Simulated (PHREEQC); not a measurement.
Consider water at 25 °C with 0.2 mol NH4Cl, 0.00087 mol Na2CO3 and 0.023 mol KCl per kg of water. Closed to the air; pH follows from the charge balance.

Equilibrium calculation in PHREEQC: ion-association model, phreeqc.dat.

Each row changes one thing in this solution. No solid was allowed to form.

```tsv
case	pH	ionic strength (mol/kgw)	HCO3- (mol/kgw)	CO2 (mol/kgw)	CO3-2 (mol/kgw)	NaHCO3 (mol/kgw)	SI of Sylvite (KCl)	SI of Halite (NaCl)
as made	7.12	0.224	0.000776	9.27e-5	1.20e-6	3.96e-7	-3.49	-5.26
NH4Cl left out	[?]	0.0253	0.000302	2.29e-8	0.000558	2.17e-7	-4.31	-6.10
Na2CO3 from 0.00087 to 0.000783 mol/kgw	7.08	0.224	0.000691	9.10e-5	9.69e-7	3.17e-7	-3.49	-5.31
diluted 2-fold with water	7.08	0.112	0.000380	5.43e-5	[?]	1.10e-7	-4.03	-5.81
0.059 mol/kgw NaHCO3 added	7.60	0.280	0.0564	0.00220	0.000274	[?]	-3.51	-3.74
```

Some entries are withheld; supply them.


- NH4Cl left out, pH: 10.41
- diluted 2-fold with water, CO3-2 (mol/kgw): 4.50e-7
- 0.059 mol/kgw NaHCO3 added, NaHCO3 (mol/kgw): 0.000944

Complexes and solids missing from the database can't appear.
